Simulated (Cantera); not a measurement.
A closed system holds: 1 mol Pb, 57 mol N2, at 1598.15 K and 0.0690 bar.

These are equilibrium values from Cantera (NASA tables, ideal gas, pure condensed phases), not measurements of a reactor. Candidate condensed phases: Pb; 4 gas species. The numbers say what is thermodynamically allowed, not how fast it happens.

**Question.** What is the equilibrium state?

**Answer.** 
| Quantity | Value |
|---|---|
| x(N2) | 0.983 |
| x(Pb) | 0.0172 |
| gas amount | 58.00 mol |
| log10 activity of Pb(l) (absent) | -1.70 |
